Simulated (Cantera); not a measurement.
Input: 1 mol Al, 1.8 mol I₂, 0.28 mol N₂, held at 1.60 Pa.

Method: chemical equilibrium by Gibbs-energy minimisation in Cantera with the NASA 1993 tables (ideal gas, pure condensed phases). Candidate condensed phases: Al, AlI₃, AlN, I₂; 10 gas species. Equilibrium is a limit: real reactors are often held back by kinetics, nucleation or transport.

x: gas mole fraction; n: condensed amount in mol.

| T (K) | x I | x AlI₃ | x I₂ | x N₂ | x AlI | x Al₂I₆ | x Al | n AlN(s) |
|---|---|---|---|---|---|---|---|---|
| 598 | 0.0135 | 0.600 | 0.225 | 0.162 | <1e-12 | ? | <1e-12 | 0.0455 |
| 673 | 0.0618 | 0.613 | 0.153 | 0.172 | <1e-12 | ? | <1e-12 | 0 |
| 748 | 0.189 | 0.563 | 0.0927 | 0.155 | 8.58e-11 | ? | <1e-12 | 0.0177 |
| 823 | 0.424 | 0.424 | 0.0496 | 0.102 | 1.33e-8 | ? | <1e-12 | 0.150 |
| 898 | 0.685 | 0.257 | 0.0199 | 0.0372 | 1.00e-6 | ? | <1e-12 | 0.381 |
| 973 | 0.818 | 0.172 | 0.00581 | 0.00379 | 6.22e-5 | ? | <1e-12 | 0.540 |
| 1048 | 0.837 | 0.158 | 0.00156 | 0.000145 | 0.00358 | ? | 1.95e-11 | 0.559 |
| 1123 | 0.858 | 0.0781 | 0.000502 | 3.06e-5 | 0.0633 | ? | 5.84e-9 | 0.560 |
| 1198 | 0.875 | 0.00637 | 0.000186 | 0.000337 | 0.118 | ? | 1.29e-7 | 0.558 |

**Question.** Fill in the missing entries.

**Answer.** 
- 598, x Al₂I₆: 0.000126
- 673, x Al₂I₆: 1.50e-5
- 748, x Al₂I₆: 2.27e-6
- 823, x Al₂I₆: 3.21e-7
- 898, x Al₂I₆: 3.80e-8
- 973, x Al₂I₆: 6.56e-9
- 1048, x Al₂I₆: 2.47e-9
- 1123, x Al₂I₆: 3.05e-10
- 1198, x Al₂I₆: 1.12e-12
